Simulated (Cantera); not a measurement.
Feed: 1 mol borazine, a varied amount of O₂, at 0.0120 bar.

Method: chemical equilibrium by Gibbs-energy minimisation in Cantera with the NASA 1993 tables (ideal gas, pure condensed phases). Candidate condensed phases: B, BN, B₂O₃, B₃O₃H₃, H₂O; 39 gas species. The feed counts by its element totals alone. Mutual solubility and eutectic melting of coexisting phases are not modelled. Rates play no part.

Task: What condenses at these points (T in K, n(O₂) in mol): (1825, 1.5); (1850, 10); (1825, 2.8); (1600, 0.43); (1750, 10); (1700, 2.8); (1625, 5.3)?

Result: 
| T (K) | n(O₂) in mol | condensed phases | B condensed (%) |
|---|---|---|---|
| 1825 | 1.5 | BN | 20.8 |
| 1850 | 10 | gas only | 0.0 |
| 1825 | 2.8 | gas only | 0.0 |
| 1600 | 0.43 | BN + B₂O₃ | 93.4 |
| 1750 | 10 | gas only | 0.0 |
| 1700 | 2.8 | B₂O₃ | 25.5 |
| 1625 | 5.3 | B₂O₃ | 15.0 |
